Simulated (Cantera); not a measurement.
A perfectly stirred reactor is fed with C2H6 : N2 = 1 : 3.3 (molar parts), at 11000 Pa; it is held at 1700 K, and followed from long to short residence time.

Model: GRI-Mech 3.0 (53 species, 325 reactions), integrated in Cantera. GRI-Mech 3.0 stops at C3 and has no aromatics, soot or wall deposition, so with more carbon than oxygen in the feed, carbon stays in small species such as C2H2 where larger ones or solid carbon would form.

x: mole fraction; the columns are a selection and need not sum to one.

```csv
τ (s),x C2H6,x CH2,x CH4,x H2,x H
5.6,5.50e-6,[?],0.00886,0.306,0.000294
2.3,1.26e-5,[?],0.0122,0.302,0.000323
0.98,2.75e-5,[?],0.0160,0.298,0.000361
0.41,6.03e-5,[?],0.0209,0.291,0.000409
0.17,0.000133,[?],0.0271,0.283,0.000464
0.072,0.000288,[?],0.0348,0.273,0.000521
0.030,0.000634,[?],0.0444,0.260,0.000580
0.013,0.00135,[?],0.0549,0.243,0.000637
0.0053,0.00306,[?],0.0668,0.222,0.000695
0.0022,0.00681,[?],0.0766,0.196,0.000744
0.00093,0.0149,[?],0.0809,0.166,0.000773
```

Q: Some entries are withheld; supply them.

A: 
- 5.6, x CH2: 1.64e-7
- 2.3, x CH2: 2.74e-7
- 0.98, x CH2: 4.52e-7
- 0.41, x CH2: 7.59e-7
- 0.17, x CH2: 1.27e-6
- 0.072, x CH2: 2.05e-6
- 0.030, x CH2: 3.27e-6
- 0.013, x CH2: 5.00e-6
- 0.0053, x CH2: 7.70e-6
- 0.0022, x CH2: 1.15e-5
- 0.00093, x CH2: 1.69e-5
